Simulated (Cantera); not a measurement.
Input: 1 mol Hg, 0.016 mol O2, 0.98 mol N2, at 0.195 Torr.

Equilibrium computed with Cantera from the NASA thermochemical tables; the gas is ideal and each condensed phase is pure. Candidate condensed phases: Hg, HgO; 10 gas species. Equilibrium is a limit: real reactors are often held back by kinetics, nucleation or transport. All values below are at 925 °C.

Base state: Hg 0.501, N2 0.491, O2 0.00800, NO 2.97e-5 (mole fractions); condensed: gas only.

Q: What changes in the equilibrium state with this change: Hg replaced by PbO?

A: 
| species | before | after |
|---|---|---|
| N2 | 0.491 | 0.684 |
| PbO | 0 | 0.252 |
| Pb | 0 | 0.0354 |
| Hg | 0.501 | 0 |
| O2 | 0.00800 | 0.0289 |
| NO | 2.97e-5 | 6.65e-5 |
| PbO(l), mol | 0 | 0.588 |
Further candidate phases: Pb, PbO, PbO2, Pb3O4.
